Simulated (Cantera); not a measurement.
A perfectly stirred reactor is fed with C₂H₆ : H₂ = 1 : 18 (molar parts), at 1900 Pa; it is held at 1550 K, and followed from long to short residence time.

Detailed kinetics in Cantera: GRI-Mech 3.0 (53 species, 325 reactions). GRI-Mech 3.0 stops at C3 and has no aromatics, soot or wall deposition, so with more carbon than oxygen in the feed, carbon stays in small species such as C2H2 where larger ones or solid carbon would form. Radical loss at walls, strong at low pressure, is not modelled.

Question: What does this change do: temperature 1550 to 1575 K?

Answer: 
```
quantity                  before     after
----------------------  --------  --------
x(C₂H₆) at τ = 1.80 s    3.41e-5   2.68e-5
x(H₂) at τ = 1.80 s        0.937     0.938
x(CH₂) at τ = 1.80 s     1.02e-7   1.38e-7
x(C₂H₄) at τ = 1.80 s   0.000374  0.000292
x(CH₃) at τ = 1.80 s    0.000263  0.000294
x(C₂H₆) at τ = 0.120 s  0.000306  0.000247
x(H₂) at τ = 0.120 s       0.929     0.929
x(CH₂) at τ = 0.120 s    4.16e-7   5.58e-7
x(C₂H₄) at τ = 0.120 s   0.00185   0.00145
x(CH₃) at τ = 0.120 s   0.000716  0.000818
```

Question: What does this change do: temperature 1550 to 1800 K?

Answer: 
| quantity | before | after |
|---|---|---|
| x(C₂H₆) at τ = 1.80 s | 3.41e-5 | 3.02e-6 |
| x(H₂) at τ = 1.80 s | 0.937 | 0.945 |
| x(CH₂) at τ = 1.80 s | 1.02e-7 | 1.33e-6 |
| x(C₂H₄) at τ = 1.80 s | 0.000374 | 3.98e-5 |
| x(CH₃) at τ = 1.80 s | 0.000263 | 0.000471 |
| x(C₂H₆) at τ = 0.120 s | 0.000306 | 3.97e-5 |
| x(H₂) at τ = 0.120 s | 0.929 | 0.935 |
| x(CH₂) at τ = 0.120 s | 4.16e-7 | 4.34e-6 |
| x(C₂H₄) at τ = 0.120 s | 0.00185 | 0.000242 |
| x(CH₃) at τ = 0.120 s | 0.000716 | 0.00160 |
